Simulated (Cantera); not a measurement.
Input (Python, Cantera) and output of one run.

```python
import numpy as np
import cantera as ct

gas_names = """
    CL CLO CL2 H HCL HOCL HO2 H2 H2O H2O2 O OH O2 O3 Si SiCL SiCL2 SiCL3 SiCL4 SiH SiHCL3 SiH2 SiH2CL2
    SiH3 SiH3CL SiH4 SiO SiO2 Si2 Si3
""".split()
cond_names = """
    H2O(s) H2O(L) Si(cr) Si(L) SiO2(Lqz) SiO2(hqz) SiO2(L)
""".split()


# ... load() reads the species with a 1 bar reference pressure and builds the phases ...
atoms = {
    'SiH2Cl2': {'Si': 1, 'H': 2, 'CL': 2},
    'H2O': {'H': 2, 'O': 1},
}
top_T = {}  # K; cautious upper limits of use, not melting points


# ... equilibrate(T, P, feed) seeds the gas with the atoms and calls Mixture.equilibrate('TP', solver="vcs", rtol=1e-11, max_steps=5000) ...
results = []
feed = {'SiH2Cl2': 1, 'H2O': 2.9}  # mol
T = 1825  # K
P = 17000  # Pa
mix = equilibrate(T, P, feed)
results.append((T, P, feed, dict(zip(mix.species_names, mix.species_moles))))
print(gas.report(threshold=1e-06))
for i in range(1, mix.n_phases):
    print(f"{mix.phase(i).name:16s} {mix.phase_moles(i):12.5e} mol")
```

It prints:

```
       temperature   1825 K
          pressure   17000 Pa
           density   0.02129 kg/m^3
  mean mol. weight   19.003 kg/kmol
   phase of matter   gas

                          1 kg             1 kmol
                     ---------------   ---------------
          enthalpy       -1.6276e+06        -3.093e+07  J
   internal energy       -2.4261e+06       -4.6103e+07  J
           entropy             12949        2.4607e+05  J/K
    Gibbs function       -2.5259e+07          -4.8e+08  J
 heat capacity c_p            1961.4             37271  J/K
 heat capacity c_v            1523.8             28957  J/K

                      mass frac. Y      mole frac. X     chem. pot. / RT
                     ---------------   ---------------   ---------------
                CL        0.00096944        0.00051967           -23.836
                 H        3.6181e-05        0.00068208           -10.931
               HCL           0.78157           0.40737           -34.767
                H2          0.043261           0.40778           -21.862
               H2O           0.17403           0.18358            -46.48
                OH        1.9211e-05        2.1465e-05           -35.549
               SiO        0.00010753        4.6353e-05             -47.7
     [  +23 minor]        1.7321e-06        4.8519e-07

Si(L)             0.00000e+00 mol
SiO2(L)           9.99772e-01 mol
```

Cantera equilibrium calculation (NASA polynomials, part measured and part estimated; ideal gas, pure solids and liquids). The tables hold silica as quartz up to 1696 K and as liquid above; real silica turns to tridymite and cristobalite and melts near 1996 K. Gases not in the tables: Si(OH)4.
